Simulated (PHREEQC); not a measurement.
PHREEQC input (Pitzer model, pitzer.dat):

```
SOLUTION 1
  temp 25
  units mol/kgw
  pH 7 charge
  Cl 0.017
  K 0.017
  C(4) 0.059
  Na 0.118
END
USE solution 1
INCREMENTAL_REACTIONS false
REACTION 1
  H2O -1
  0 9.886 18.011 24.689 30.178 34.689 38.397 41.444
  43.949 46.007 47.699 49.089 50.232 51.172 51.944 52.578
  53.1 53.528 53.88 54.17 54.408 54.603 54.764 54.896
  55.005 55.094 55.168 55.228 moles
EQUILIBRIUM_PHASES 1
  Halite 0 0
  Kalicinite 0 0
  Nahcolite 0 0
  Natron 0 0
  Sylvite 0 0
  Trona 0 0
  CO2(g) -3.4 10
SELECTED_OUTPUT 1
  -reset false
  -pH true
  -pe true
  -ionic_strength true
  -water true
  -activities H2O
  -totals C Cl K Na
  -molalities H+ Na+ K+ Cl- CO3-2 OH- HCO3- CO2
  -equilibrium_phases Halite Kalicinite Nahcolite Natron Sylvite Trona
PRINT
  -reset false
END
```

Selected output (columns that matter, 16 of 28 rows; water left (kg) added in front):

```
water left (kg)	pH	mu	C	Cl	K	Na	m_H+	m_Na+	m_K+	m_Cl-	m_CO3-2	la_H2O	Sylvite	Trona
0.999634	9.7699	0.17126	0.081764	0.017006	0.017006	0.11804	2.5632e-10	0.11804	0.017006	0.017006	0.036212	-0.0015949	0	0
0.675212	9.8382	0.25883	0.11578	0.025177	0.025177	0.17476	2.3343e-10	0.17476	0.025177	0.025177	0.058897	-0.0022722	0	0
0.456067	9.8996	0.39	0.16464	0.037275	0.037275	0.25873	2.1771e-10	0.25873	0.037275	0.037275	0.093992	-0.003243	0	0
0.374822	9.9279	0.47823	0.19665	0.045355	0.045355	0.31482	2.1209e-10	0.31482	0.045355	0.045355	0.11805	-0.003876	0	0
0.253168	9.9798	0.71773	0.28147	0.067149	0.067149	0.46609	2.0461e-10	0.46609	0.067149	0.067149	0.18449	-0.0055376	0	0
0.170998	10.026	1.0748	0.40463	0.099416	0.099416	0.69007	2.0122e-10	0.69007	0.099416	0.099416	0.28529	-0.0079092	0	0
0.115504	10.066	1.6061	0.58413	0.14718	0.14718	1.0216	2.0038e-10	1.0216	0.14718	0.14718	0.43732	-0.011303	0	0
0.078002	10.101	2.3963	0.84707	0.21794	0.21794	1.5128	1.9943e-10	1.5128	0.21794	0.21794	0.66554	-0.016239	0	0
0.0641041	10.117	2.9248	1.0217	0.26519	0.26519	1.8408	1.9758e-10	1.8408	0.26519	0.26519	0.81888	-0.019559	0	0
0.0432941	10.146	4.3519	1.4917	0.39266	0.39266	2.7255	1.8744e-10	2.7255	0.39266	0.39266	1.2337	-0.028945	0	0
0.0292519	10.174	6.4604	2.1884	0.58116	0.58116	4.0339	1.6329e-10	4.0339	0.58116	0.58116	1.8454	-0.044783	0	0
0.0195661	10.193	8.7456	2.9216	0.86885	0.86885	5.3992	1.285e-10	5.3992	0.86885	0.86885	2.4775	-0.067041	0	0.0041195
0.0125549	10.207	8.7652	2.7486	1.354	1.354	5.0799	1.0688e-10	5.0799	1.354	1.354	2.3312	-0.075165	0	0.018074
0.00995834	10.216	8.8082	2.6339	1.7071	1.7071	4.8675	9.3749e-11	4.8675	1.7071	1.7071	2.2336	-0.081085	0	0.023176
0.00607142	10.241	9.066	2.3274	2.8	2.8	4.2968	6.3505e-11	4.2968	2.8	2.8	1.9692	-0.099609	0	0.030637
0.00347604	10.262	9.4385	2.0929	3.8212	3.8212	3.8552	4.5162e-11	3.8552	3.8212	3.8212	1.7622	-0.11735	0.0037175	0.034866
```

Complexes and solids missing from the database can't appear.
